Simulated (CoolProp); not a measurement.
A single-stage vapour-compression cycle with the fluid: evaporating at 257.15 K (dew point), condensing at 304.15 K (bubble point), superheat 8 K, subcooling 2 K, compressor efficiency 0.7, no pressure losses. The same conditions are run with several fluids, on thermodynamics alone (safety and materials aside).

Values from CoolProp's reference Helmholtz-energy equation of state of each fluid (chlorine: Thol 2021; sulfur hexafluoride: Guder 2009; R141b: Lemmon 2006; R236FA: Pan 2012; R134a: Tillner-Roth 1994; R404A: Lemmon 2003). Blends and air are pseudo-pure fits.

Q: Rank chlorine, sulfur hexafluoride, R141b, R236FA, R134a, R404A by cooling COP, highest first.

A: R141b (3.35), chlorine (3.16), R134a (3.11), R236FA (3.09), R404A (2.84), sulfur hexafluoride (2.31)

| fluid | pressure ratio | discharge temperature (K) | refrigerating effect (kJ/kg) | volumetric capacity (kJ/m³) |
|---|---|---|---|---|
| chlorine | 4.33 | 422.8 | 237 | 1660 |
| sulfur hexafluoride | 3.47 | 318.7 | 51.1 | 3100 |
| R141b | 7.61 | 344.9 | 199 | 137 |
| R236FA | 6.23 | 317.8 | 118 | 445 |
| R134a | 5.04 | 333.7 | 155 | 1190 |
| R404A | 4.21 | 328.8 | 122 | 2080 |
